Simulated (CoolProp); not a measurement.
Vapour-liquid equilibrium of R143a (1) + isobutane (2) at 273.9 K; x and y are mole fractions of (1).

Model: multi-fluid Helmholtz-energy mixture model, Lemmon and Jacobsen 2000 and Bücker 2006; pair parameters Bell 2016, in CoolProp.

Q: Give the bubble pressure and the first vapour's composition at x = 0.05, 0.2, 0.95. Is there an azeotrope?

A: x = 0.05: 2.439 bar, y = 0.350; x = 0.2: 4.015 bar, y = 0.632; x = 0.95: 6.298 bar, y = 0.958. No azeotrope shows between x = 0.05 and 0.95.

The pair parameters rest on a limited set of measurements; away from them the model extrapolates. With so large a gap from Raoult's law the liquid may split in two, which this calculation doesn't test in full.
